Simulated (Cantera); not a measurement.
Cantera run, input and output.

```python
import numpy as np
import cantera as ct

gas = ct.Solution("h2o2.yaml")
gas.TPX = 1198, 150000, {'H2': 1, 'O2': 0.943, 'N2': 3.55}
reactor = ct.IdealGasConstPressureReactor(gas, energy="on", clone=False)
net = ct.ReactorNet([reactor])
net.rtol, net.atol = 1e-08, 1e-16
show = ['H2', 'O2', 'O', 'H2O', 'H2O2', 'H']
times = np.geomspace(7e-06, 9, 12)

steps = ct.SolutionArray(gas, extra=["t"])
rows = []
print(f"{'t/s':>10s}{'T/K':>9s}{'P/Pa':>11s}" + "".join(f"{s:>11s}" for s in show))
for t in times:
    while net.time < t:
        t_next = net.step()
        steps.append(gas.state, t=t_next)
    rows.append([np.interp(t, steps.t, y) for y in (steps.T, steps.P, *steps(*show).X.T)])
    print(f"{t:10.3e}{rows[-1][0]:9.1f}{rows[-1][1]:11.4g}" + "".join(f"{x:11.3e}" for x in rows[-1][2:]))
rate = np.gradient(steps.T, steps.t)
print("integrator steps:", len(steps.t))
if steps.T.max() > steps.T[0] + 200:
    print(f"time of steepest temperature rise: {steps.t[rate.argmax()]:.4e} s")
gas.TPX = 1198, 150000, {'H2': 1, 'O2': 0.943, 'N2': 3.55}
gas.equilibrate("HP")
print(f"equilibrium (HP): T = {gas.T:.1f} K  " + "  ".join(f"{s} {gas[s].X[0]:.3e}" for s in show))
```

Result:

```
       t/s      T/K       P/Pa         H2         O2          O        H2O       H2O2          H
 7.000e-06   1198.0    1.5e+05  1.820e-01  1.717e-01  2.793e-08  1.702e-07  2.217e-10  1.258e-07
 2.515e-05   1201.9    1.5e+05  1.801e-01  1.707e-01  1.882e-04  1.506e-03  1.382e-06  8.487e-04
 9.033e-05   2298.2    1.5e+05  6.443e-03  8.379e-02  7.089e-03  1.805e-01  3.444e-07  3.826e-03
 3.245e-04   2411.9    1.5e+05  2.097e-03  8.557e-02  2.266e-03  1.913e-01  3.951e-07  6.472e-04
 1.166e-03   2412.8    1.5e+05  2.063e-03  8.559e-02  2.230e-03  1.914e-01  3.981e-07  6.315e-04
 4.188e-03   2412.8    1.5e+05  2.063e-03  8.559e-02  2.230e-03  1.914e-01  3.981e-07  6.315e-04
 1.504e-02   2412.8    1.5e+05  2.063e-03  8.559e-02  2.230e-03  1.914e-01  3.981e-07  6.315e-04
 5.404e-02   2412.8    1.5e+05  2.063e-03  8.559e-02  2.230e-03  1.914e-01  3.981e-07  6.315e-04
 1.941e-01   2412.8    1.5e+05  2.063e-03  8.559e-02  2.230e-03  1.914e-01  3.981e-07  6.315e-04
 6.974e-01   2412.8    1.5e+05  2.063e-03  8.559e-02  2.230e-03  1.914e-01  3.981e-07  6.315e-04
 2.505e+00   2412.8    1.5e+05  2.063e-03  8.559e-02  2.230e-03  1.914e-01  3.981e-07  6.315e-04
 9.000e+00   2412.8    1.5e+05  2.063e-03  8.559e-02  2.230e-03  1.914e-01  3.981e-07  6.315e-04
integrator steps: 1153
time of steepest temperature rise: 3.3581e-05 s
equilibrium (HP): T = 2412.8 K  H2 2.063e-03  O2 8.559e-02  O 2.230e-03  H2O 1.914e-01  H2O2 3.981e-07  H 6.315e-04
```

Computed with Cantera and the H2/O2 subset of GRI-Mech 3.0, which has no nitrogen chemistry.
